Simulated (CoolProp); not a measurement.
Vapour-liquid equilibrium of ethane (1) + propylene (2) at 1.24 MPa; x and y are mole fractions of (1).

Model: multi-fluid Helmholtz-energy mixture model, Bücker 2006 and Lemmon 2013; pair parameters Bell 2016, in CoolProp.

```tsv
x	bubble temperature, mixture model (K)	bubble temperature, Raoult's law (K)	y, mixture model	y, Raoult's law
0.05	296.7	296.0	?	0.161
0.15	288.8	287.4	?	0.401
0.25	?	280.1	0.492	0.567
0.35	275.6	273.9	0.617	0.687
0.45	270.1	268.6	0.714	0.774
0.55	265.3	263.9	0.792	0.841
0.65	?	259.8	0.854	0.892
0.75	?	256.1	0.905	0.932
0.85	?	252.7	0.948	0.964
0.95	249.9	249.7	?	0.989
```

Task: Some entries are withheld; supply them.

Result: 
- 0.05, y, mixture model: 0.125
- 0.15, y, mixture model: 0.332
- 0.25, bubble temperature, mixture model (K): 281.8
- 0.65, bubble temperature, mixture model (K): 260.9
- 0.75, bubble temperature, mixture model (K): 256.9
- 0.85, bubble temperature, mixture model (K): 253.3
- 0.95, y, mixture model: 0.984

The largest gap from Raoult's law is +1.7 K in bubble temperature, at x = 0.35. No azeotrope shows between x = 0.05 and 0.95.

Pair parameters are fitted to limited data, so mixtures are less certain than the pure fluids.
